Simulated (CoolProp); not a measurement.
The fluid at 292.66 K and 0.0465 MPa is compressed adiabatically to 0.127 MPa with isentropic efficiency 0.85. The same conditions are run with several fluids, on thermodynamics alone (safety and materials aside).

Computed with CoolProp (reference Helmholtz-energy equation of state of each fluid (R1336mzz(Z): McLinden 2020; R410A: Lemmon 2003; dry air: Lemmon 2000; neopentane: Lemmon 2006; ethylene: Smukala 2000)). Blends and air are pseudo-pure fits.

Problem. Rank R1336mzz(Z), R410A, dry air, neopentane, ethylene by work (kJ/kg), highest first.

Solution. dry air (115), ethylene (113), R410A (42.2), neopentane (40.2), R1336mzz(Z) (17.3)

| fluid | final temperature (K) | final density (kg/m³) |
|---|---|---|
| R1336mzz(Z) | 315.4 | 8.44 |
| R410A | 343.8 | 3.26 |
| dry air | 406.7 | 1.09 |
| neopentane | 317.6 | 3.61 |
| ethylene | 362.1 | 1.19 |
